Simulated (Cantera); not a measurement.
Input: 1 mol Fe(CO)5, 0.42 mol N2, 0.077 mol H2, at 900 K and 510 Torr.

These are equilibrium values from Cantera (NASA tables, ideal gas, pure condensed phases), not measurements of a reactor. Candidate condensed phases: C, C6H6, C7H8, C8H18, Fe, Fe(CO)5, FeO, Fe(OH)2, Fe(OH)3, Fe2O3, Fe3O4, H2O; 140 gas species. The tables' stoichiometric FeO is somewhat more stable than real wüstite, so its field is too wide. FeO: taken at fixed stoichiometry. Rates play no part.

Base state: CO2 0.480, CO 0.356, N2 0.139, H2 0.0160, H2O 0.00939, CH4 5.43e-5 (mole fractions); condensed: C(graphite) + FeO(s).

What changes in the equilibrium state with this change: temperature from 900 K to 750 K?


```json
[
 {"species": "CO2", "before": "0.480", "after": "0.745"},
 {"species": "N2", "before": "0.139", "after": "0.178"},
 {"species": "CO", "before": "0.356", "after": "0.0444"},
 {"species": "H2O", "before": "0.00939", "after": "0.0237"},
 {"species": "H2", "before": "0.0160", "after": "0.00865"},
 {"species": "CH4", "before": "5.43e-5", "after": "0.000163"},
 {"species": "C(graphite), mol", "before": "2.48", "after": "3.14"},
 {"species": "FeO(s), mol", "before": "1.00", "after": "0"},
 {"species": "Fe3O4(s), mol", "before": "0", "after": "0.333"}
]
```

What changes in the equilibrium state with this change: temperature from 900 K to 1525 K?


```json
[
 {"species": "CO", "before": "0.356", "after": "0.909"},
 {"species": "N2", "before": "0.139", "after": "0.0764"},
 {"species": "H2", "before": "0.0160", "after": "0.0140"},
 {"species": "CO2", "before": "0.480", "after": "0.000300"},
 {"species": "HCN", "before": "4.12e-8", "after": "4.11e-5"},
 {"species": "H2O", "before": "0.00939", "after": "1.24e-5"},
 {"species": "CH4", "before": "5.43e-5", "after": "3.03e-7"},
 {"species": "C(graphite), mol", "before": "2.48", "after": "0.00149"},
 {"species": "FeO(s), mol", "before": "1.00", "after": "0"},
 {"species": "Fe(γ), mol", "before": "0", "after": "1.000"}
]
```
Iron dissolves carbon and melts from about 1420 K in contact with it, which pure phases cannot show. Condensed phases not in the tables: cementite and carbon dissolved in iron.
